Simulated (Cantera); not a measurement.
Charge: 1 mol FeS2, 1.7 mol H2, at 1675 K and 10.0 mbar.

Equilibrium computed with Cantera from the NASA thermochemical tables; the gas is ideal and each condensed phase is pure. Candidate condensed phases: Fe, FeS, FeS2, S; 8 gas species. FeS: taken at fixed stoichiometry. The numbers say what is thermodynamically allowed, not how fast it happens.

Base state: H2 0.731, S2 0.199, H2S 0.0555, SH 0.0115, S 0.00112, H 0.000993, Fe 0.000106 (mole fractions); condensed: FeS(l).

### Question
What changes in the equilibrium state with this change: temperature from 1675 K to 1950 K?

### Answer
```
species        before    after
-----------  --------  -------
H2              0.731    0.712
S2              0.199    0.202
SH             0.0115   0.0242
H2S            0.0555   0.0218
Fe           0.000106   0.0192
S             0.00112   0.0102
H            0.000993  0.00968
FeS(l), mol     1.000    0.957
```
